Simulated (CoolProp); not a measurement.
Saturation properties of octamethyltrisiloxane (MDM).

Model: reference Helmholtz-energy equation of state, Thol 2017, in CoolProp.

```json
[
 {"T (°C)": "2.05", "p (kPa)": "0.09455", "liquid density (kg/m³)": "838.1", "vapour density (kg/m³)": "0.009777", "enthalpy of vaporisation (kJ/kg)": "213.4", "liquid cp (kJ/(kg K))": "1.734", "surface tension (mN/m)": "18.7"},
 {"T (°C)": "19.25", "p (kPa)": "0.3394", "liquid density (kg/m³)": "821.0", "vapour density (kg/m³)": "0.03306", "enthalpy of vaporisation (kJ/kg)": "206.6", "liquid cp (kJ/(kg K))": "1.770", "surface tension (mN/m)": "17.1"},
 {"T (°C)": "36.55", "p (kPa)": "1.026", "liquid density (kg/m³)": "803.6", "vapour density (kg/m³)": "0.09448", "enthalpy of vaporisation (kJ/kg)": "199.8", "liquid cp (kJ/(kg K))": "1.810", "surface tension (mN/m)": "15.5"},
 {"T (°C)": "53.75", "p (kPa)": "2.662", "liquid density (kg/m³)": "786.0", "vapour density (kg/m³)": "0.2328", "enthalpy of vaporisation (kJ/kg)": "193.1", "liquid cp (kJ/(kg K))": "1.852", "surface tension (mN/m)": "14.0"},
 {"T (°C)": "70.95", "p (kPa)": "6.114", "liquid density (kg/m³)": "768.1", "vapour density (kg/m³)": "0.5102", "enthalpy of vaporisation (kJ/kg)": "186.4", "liquid cp (kJ/(kg K))": "1.895", "surface tension (mN/m)": "12.6"},
 {"T (°C)": "88.15", "p (kPa)": "12.69", "liquid density (kg/m³)": "749.7", "vapour density (kg/m³)": "1.015", "enthalpy of vaporisation (kJ/kg)": "179.6", "liquid cp (kJ/(kg K))": "1.939", "surface tension (mN/m)": "11.2"},
 {"T (°C)": "105.35", "p (kPa)": "24.19", "liquid density (kg/m³)": "730.8", "vapour density (kg/m³)": "1.867", "enthalpy of vaporisation (kJ/kg)": "172.7", "liquid cp (kJ/(kg K))": "1.984", "surface tension (mN/m)": "9.79"},
 {"T (°C)": "122.65", "p (kPa)": "43.05", "liquid density (kg/m³)": "711.1", "vapour density (kg/m³)": "3.224", "enthalpy of vaporisation (kJ/kg)": "165.6", "liquid cp (kJ/(kg K))": "2.030", "surface tension (mN/m)": "8.49"},
 {"T (°C)": "139.85", "p (kPa)": "71.88", "liquid density (kg/m³)": "690.8", "vapour density (kg/m³)": "5.257", "enthalpy of vaporisation (kJ/kg)": "158.2", "liquid cp (kJ/(kg K))": "2.077", "surface tension (mN/m)": "7.25"},
 {"T (°C)": "157.05", "p (kPa)": "114.0", "liquid density (kg/m³)": "669.4", "vapour density (kg/m³)": "8.203", "enthalpy of vaporisation (kJ/kg)": "150.5", "liquid cp (kJ/(kg K))": "2.125", "surface tension (mN/m)": "6.07"},
 {"T (°C)": "174.25", "p (kPa)": "173.1", "liquid density (kg/m³)": "646.7", "vapour density (kg/m³)": "12.36", "enthalpy of vaporisation (kJ/kg)": "142.2", "liquid cp (kJ/(kg K))": "2.176", "surface tension (mN/m)": "4.96"}
]
```

It boils at 152.5 °C under 1 atm.

Surface tension comes from a separate correlation (Mulero 2014), older than this fluid's equation and unchecked against measurements.
